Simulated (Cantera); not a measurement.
A closed system holds: 1 mol BCl₃, a varied amount of H₂O, at 1325 K and 11.0 mbar.

Cantera equilibrium calculation (NASA polynomials, part measured and part estimated; ideal gas, pure solids and liquids). Candidate condensed phases: B, B₂O₃, B₃O₃H₃, H₂O; 33 gas species. The tables' values for BOCl are old estimates; treat these amounts as uncertain. Gases not in the tables: H₃BO₃. The numbers say what is thermodynamically allowed, not how fast it happens.

x: gas mole fraction; n: condensed amount in mol.

```tsv
n(H₂O) (mol)	x HCl	x H₂O	x HBO₂	x Cl	x (HBO₂)₃	x H₂	x BOCl	n B₂O₃(l)
1.6	0.963	0.0288	0.00669	0.000668	3.90e-6	0.000355	5.81e-5	0.489
1.9	0.876	0.110	0.0131	0.000627	2.92e-5	0.000333	2.70e-5	0.477
2.3	0.782	0.200	0.0176	0.000581	7.12e-5	0.000309	1.79e-5	0.466
2.7	…	…	…	0.000542	…	0.000290	1.39e-5	0.455
3.2	…	…	…	…	…	0.000270	1.10e-5	0.444
3.8	0.558	0.415	0.0254	0.000460	0.000214	0.000252	8.88e-6	0.430
4.5	0.493	0.479	0.0273	0.000420	0.000265	0.000235	7.29e-6	0.414
5.4	0.428	0.542	0.0290	0.000377	0.000318	0.000220	5.96e-6	0.395
6.4	0.374	0.595	0.0304	0.000339	0.000366	0.000207	4.96e-6	0.373
7.6	0.324	0.643	0.0316	0.000302	0.000412	0.000196	4.14e-6	0.348
9	0.281	0.686	0.0326	0.000268	0.000453	0.000187	3.47e-6	0.318
11	0.236	0.730	0.0337	0.000230	0.000497	0.000179	2.83e-6	0.276
```

Question: Some entries are withheld; supply them.

Answer: 
- 3.2, x HCl: 0.630
- 3.2, x H₂O: 0.346
- 3.2, x HBO₂: 0.0232
- 3.2, x Cl: 0.000501
- 3.2, x (HBO₂)₃: 0.000162
- 2.7, x HCl: 0.706
- 2.7, x H₂O: 0.272
- 2.7, x HBO₂: 0.0206
- 2.7, x (HBO₂)₃: 0.000113
